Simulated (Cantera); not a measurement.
Feed: 1 mol SiCl₄, 0.64 mol Cl₂, 16 mol H₂, equilibrated at 1248.15 K and 0.250 bar.

Cantera equilibrium calculation (NASA polynomials, part measured and part estimated; ideal gas, pure solids and liquids). The tables' values for SiCl₃ are old estimates; treat these amounts as uncertain. The numbers say what is thermodynamically allowed, not how fast it happens.

| species | before | after |
|---|---|---|
| H₂ | 0.845 | 0.871 |
| HCl | 0.0991 | 0.0726 |
| SiCl₄ | 0.0349 | 0.0567 |
| SiHCl₃ | 0.0105 | 1.01e-5 |
| SiCl₂ | 0.00531 | <1e-9 |
| SiCl₃ | 0.00507 | <1e-9 |
| SiH₂Cl₂ | 0.000429 | <1e-9 |
Gas species are given as mole fractions.

### Question
Which change was made?
(A) temperature from 1248.15 K to 1325 K
(B) temperature from 1248.15 K to 575 K
(C) H₂ from 16 to 1.2 mol
(D) Cl₂ from 0.64 to 1.9 mol

### Answer
B, temperature from 1248.15 K to 575 K
